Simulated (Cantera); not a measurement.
An isothermal, constant-pressure homogeneous reactor starts with H₂ : O₂ : N₂ = 0.54 : 1 : 2.4 (molar parts), equivalence ratio 0.27, at 1325 K and 0.560 bar.

Detailed kinetics in Cantera: the H2/O2 subset of GRI-Mech 3.0, which has no nitrogen chemistry. The temperature is held fixed by assumption; the heat of reaction is taken as removed at once.

One state of this run: x H₂ = 6.39e-8; x O₂ = 0.199; x H = 5.97e-10; x H₂O = 0.147; x H₂O₂ = 3.48e-9; x OH = 2.02e-5. x: mole fraction; the columns are a selection and need not sum to one.

Problem. Which value of t (s) does it belong to?
A) 0.000137
B) 0.00285
C) 0.163
D) 0.0215

Solution. C, 0.163
